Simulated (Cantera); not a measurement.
Cantera run:

```python
import numpy as np
import cantera as ct

gas_names = """
    F F2 H HF H2 H2F2 H3F3 H4F4 H5F5 H6F6 H7F7 N NF NF2 NF3 NH NH2 NH3 N2 N2H2 N2H4 Si SiF SiF2 SiF3
    SiF4 SiH SiHF3 SiH2 SiH2F2 SiH3 SiH3F SiH4 SiN Si2 Si2N Si3
""".split()
cond_names = """
    Si(cr) Si(L) Si3N4(a)
""".split()


# ... load() reads the species with a 1 bar reference pressure and builds the phases ...
atoms = {
    'SiF4': {'Si': 1, 'F': 4},
    'NH3': {'N': 1, 'H': 3},
    'H2': {'H': 2},
}
top_T = {'Si3N4(a)': 2400}  # K; cautious upper limits of use, not melting points


# ... equilibrate(T, P, feed) seeds the gas with the atoms and calls Mixture.equilibrate('TP', solver="vcs", rtol=1e-11, max_steps=5000) ...
results = []
feed = {'SiF4': 1, 'NH3': 0.54, 'H2': 0.44}  # mol
T = 1125  # K
P = 32000  # Pa
mix = equilibrate(T, P, feed)
results.append((T, P, feed, dict(zip(mix.species_names, mix.species_moles))))
print(gas.report(threshold=1e-05))
for i in range(1, mix.n_phases):
    print(f"{mix.phase(i).name:16s} {mix.phase_moles(i):12.5e} mol")
```

Result:

```
       temperature   1125 K
          pressure   32000 Pa
           density   0.15498 kg/m^3
  mean mol. weight   45.3 kg/kmol
   phase of matter   gas

                          1 kg             1 kmol
                     ---------------   ---------------
          enthalpy       -1.3126e+07       -5.9462e+08  J
   internal energy       -1.3333e+07       -6.0397e+08  J
           entropy            6339.9         2.872e+05  J/K
    Gibbs function       -2.0259e+07       -9.1772e+08  J
 heat capacity c_p            1319.7             59781  J/K
 heat capacity c_v            1136.1             51467  J/K

                      mass frac. Y      mole frac. X     chem. pot. / RT
                     ---------------   ---------------   ---------------
                HF        0.00073901         0.0016733           -59.658
                H2          0.022001           0.49438            -19.65
               NH3        3.7993e-06        1.0106e-05           -43.749
                N2          0.066251           0.10713           -28.548
              SiF3        0.00021748         0.0001158           -165.15
              SiF4           0.90783           0.39514           -214.98
             SiHF3         0.0029481         0.0015513           -174.98
     [  +30 minor]        4.6809e-06          3.17e-06

Si(cr)            0.00000e+00 mol
Si3N4(a)          0.00000e+00 mol
```

Equilibrium computed with Cantera from the NASA thermochemical tables; the gas is ideal and each condensed phase is pure. The tables' values for SiF3 are old estimates; treat these amounts as uncertain.
